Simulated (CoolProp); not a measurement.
Vapour-liquid equilibrium of ethylene (1) + propane (2) at 204.3 K; x and y are mole fractions of (1).

Model: multi-fluid Helmholtz-energy mixture model, Smukala 2000 and Lemmon 2009; pair parameters Bell 2016, in CoolProp.

```
x     bubble pressure (kPa)  y at the bubble point  dew pressure at overall composition x (kPa)  liquid density (mol/L)
----  ---------------------  ---------------------  -------------------------------------------  ----------------------
0.05                  54.50                  0.539                                        27.44                   14.05
0.2                   138.9                  0.841                                        32.38                   14.65
0.35                  219.4                  0.914                                        39.49                   15.28
0.5                   294.7                  0.947                                        50.58                   15.94
0.65                  366.2                  0.968                                        70.27                   16.63
0.8                   437.5                  0.983                                        114.8                   17.35
0.95                  513.6                  0.996                                        302.4                   18.08
```

No azeotrope shows between x = 0.05 and 0.95.

The pair parameters rest on a limited set of measurements; away from them the model extrapolates.
